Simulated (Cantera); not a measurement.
An isothermal, constant-pressure homogeneous reactor starts with CH₄ : H₂O = 1 : 1 (molar parts), at 1525 K and 420000 Pa. Integrator tolerance rtol = 1e-08.

Model: GRI-Mech 3.0 (53 species, 325 reactions), integrated in Cantera.

Question: What does this change do: H2O 1 to 0.24 parts?

Answer: 
```csv
quantity,before,after
x(CH₄) at 300 s,0.0332 (gas-phase equilibrium 0.00256),0.247 (gas-phase equilibrium 0.247)
x(H₂O) at 300 s,0.0308 (gas-phase equilibrium 0.00228),4.84e-6 (gas-phase equilibrium 4.92e-6)
x(O₂) at 300 s,<1e-12 (gas-phase equilibrium <1e-12),<1e-12 (gas-phase equilibrium <1e-12)
x(H) at 300 s,9.74e-6 (gas-phase equilibrium 1.00e-5),8.69e-6 (gas-phase equilibrium 8.69e-6)
x(C₂H) at 300 s,1.29e-11 (gas-phase equilibrium <1e-12),1.60e-9 (gas-phase equilibrium 1.60e-9)
x(HCO) at 300 s,1.37e-8 (gas-phase equilibrium 1.53e-8),6.56e-9 (gas-phase equilibrium 6.56e-9)
x(C₂H₆) at 300 s,5.84e-6 (gas-phase equilibrium 3.28e-8),0.000407 (gas-phase equilibrium 0.000407)
```
GRI-Mech 3.0 stops at C3 and has no aromatics, soot or wall deposition, so with more carbon than oxygen in the feed, carbon stays in small species such as C2H2 where larger ones or solid carbon would form.
